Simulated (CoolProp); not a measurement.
Vapour-liquid equilibrium of propane (1) + cyclopropane (2) at 320.2 K; x and y are mole fractions of (1).

Computed with CoolProp (multi-fluid Helmholtz-energy mixture model, Lemmon 2009 and Polt 1992; pair parameters Bell 2016). This equation is an older, rougher fit; its heat capacities, sound speeds and derivatives of the liquid may be far off and weren't checked against measurements.

```tsv
x	bubble pressure, mixture model (kPa)	bubble pressure, Raoult's law (kPa)	y, mixture model	y, Raoult's law
0.05	1291	1276	0.068	0.063
0.125	1337	1302	0.163	0.154
0.2	1380	1328	0.250	0.242
0.275	1419	1354	0.331	0.326
0.35	1455	1380	0.407	0.407
0.425	1487	1406	0.478	0.485
0.5	1516	1432	0.547	0.561
0.575	1541	1458	0.614	0.633
0.65	1562	1484	0.680	0.703
0.725	1580	1510	0.745	0.771
0.8	1593	1537	0.811	0.836
0.875	1602	1563	0.879	0.899
0.95	1606	1589	0.950	0.960
```

The largest gap from Raoult's law is +5.9 % in bubble pressure, at x = 0.5. No azeotrope shows between x = 0.05 and 0.95.

Pair parameters are fitted to limited data, so mixtures are less certain than the pure fluids.
